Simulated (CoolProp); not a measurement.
A Linde-Hampson liquefier for methane: isothermal reversible compression at 300 K from 1 atm to 5 MPa, throttling to 1 atm, return gas leaving the recuperator 0 K below the feed. Each further row changes one setting.

The numbers come from the reference Helmholtz-energy equation of state, Setzmann 1991 in CoolProp.

```csv
case,liquid yield per pass,compression work (kJ/kg of gas)
as stated,0.053,594
high pressure 10 MPa,0.108,689
warm-end temperature 330 K,0.041,657
warm-end gap 5 K,0.042,594
```
